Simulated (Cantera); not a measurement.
Input (Python, Cantera):

```python
import numpy as np
import cantera as ct

gas = ct.Solution("gri30.yaml")
gas.TPX = 1050, 100000, {'CO': 0.013, 'O2': 0.066, 'H2O': 0.025, 'N2': 1}
inlet = ct.Reservoir(gas, clone=True)

reactor = ct.IdealGasConstPressureReactor(gas, energy="off", clone=False)
exhaust = ct.Reservoir(gas, clone=True)
tau = [0.42, 0.23, 0.13, 0.069, 0.038, 0.021, 0.011, 0.0063, 0.0035][0]
for a, b in ((inlet, reactor), (reactor, exhaust)):
    ct.MassFlowController(a, b, mdot=lambda t: reactor.mass / tau)
net = ct.ReactorNet([reactor])
show = ['CO', 'O2', 'H2O', 'O', 'H', 'CO2']

rows = []
print(f"{'tau/s':>10s}{'T/K':>9s}" + "".join(f"{s:>11s}" for s in show))
for tau in [0.42, 0.23, 0.13, 0.069, 0.038, 0.021, 0.011, 0.0063, 0.0035]:
    net.initial_time = 0.0
    net.advance(30 * tau)
    before = gas.X
    net.advance(40 * tau)
    drift = np.max(np.abs(gas.X - before) / (gas.X + 1e-9))
    rows.append([gas.T, *gas[show].X, drift])
    print(f"{tau:10.3e}{gas.T:9.1f}" + "".join(f"{x:11.3e}" for x in gas[show].X))
```

It prints:

```
     tau/s      T/K         CO         O2        H2O          O          H        CO2
 4.200e-01   1050.0  2.111e-03  5.521e-02  2.274e-02  4.178e-06  2.754e-07  9.722e-03
 2.300e-01   1050.0  2.999e-03  5.563e-02  2.272e-02  6.086e-06  4.492e-07  8.829e-03
 1.300e-01   1050.0  4.062e-03  5.613e-02  2.271e-02  8.425e-06  6.861e-07  7.759e-03
 6.900e-02   1050.0  5.465e-03  5.680e-02  2.268e-02  1.156e-05  1.035e-06  6.348e-03
 3.800e-02   1050.0  6.911e-03  5.748e-02  2.266e-02  1.476e-05  1.418e-06  4.893e-03
 2.100e-02   1050.0  8.323e-03  5.815e-02  2.264e-02  1.765e-05  1.782e-06  3.472e-03
 1.100e-02   1050.0  9.654e-03  5.877e-02  2.262e-02  1.967e-05  2.040e-06  2.134e-03
 6.300e-03   1050.0  1.052e-02  5.918e-02  2.262e-02  1.981e-05  2.053e-06  1.258e-03
 3.500e-03   1050.0  1.115e-02  5.948e-02  2.262e-02  1.779e-05  1.796e-06  6.282e-04
```

Computed with Cantera and GRI-Mech 3.0 (53 species, 325 reactions).
